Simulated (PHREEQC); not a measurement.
KOH is added in steps, without added water, to 1 kg of water holding 55 mmol/kgw HF, 1 mmol/kgw CsF and 0.052 mmol/kgw H2SO4, at 20 °C. O2 is buffered at 0.21 atm. The system is closed to CO2. Nothing may precipitate in this run.

Base run: PHREEQC, ion-association model, wateq4f.dat. Each further column changes one thing. The table gives HSO4- (mol/kgw).

```tsv
KOH added (mol)	base	Davies equation for every ion	metal-ligand complexes left out	all activity coefficients set to 1	Debye-Hückel limiting law
0	1.38e-5	1.37e-5	1.38e-5	1.64e-5	1.34e-5
0.004425	9.85e-6	9.75e-6	1.00e-5	1.19e-5	9.45e-6
0.00885	6.94e-6	6.86e-6	7.16e-6	8.51e-6	6.60e-6
0.01328	4.93e-6	4.86e-6	5.16e-6	6.10e-6	4.64e-6
0.0177	3.55e-6	3.49e-6	3.77e-6	4.42e-6	3.30e-6
0.02212	2.58e-6	2.53e-6	2.77e-6	3.22e-6	2.37e-6
0.02655	1.88e-6	1.84e-6	2.04e-6	2.35e-6	1.71e-6
0.03245	1.21e-6	1.18e-6	1.34e-6	1.52e-6	1.09e-6
0.03687	8.48e-7	8.28e-7	9.45e-7	1.06e-6	7.55e-7
0.0413	5.65e-7	5.50e-7	6.35e-7	7.07e-7	4.98e-7
0.04573	3.40e-7	3.31e-7	3.87e-7	4.25e-7	2.98e-7
0.05015	1.61e-7	1.56e-7	1.84e-7	2.00e-7	1.39e-7
0.05457	1.55e-8	1.50e-8	1.79e-8	1.92e-8	1.33e-8
0.059	0	0	0	0	0
```

wateq4f.dat counts part of the HF as a dimer, H2F2, which phreeqc.dat doesn't know; its constant is uncertain.
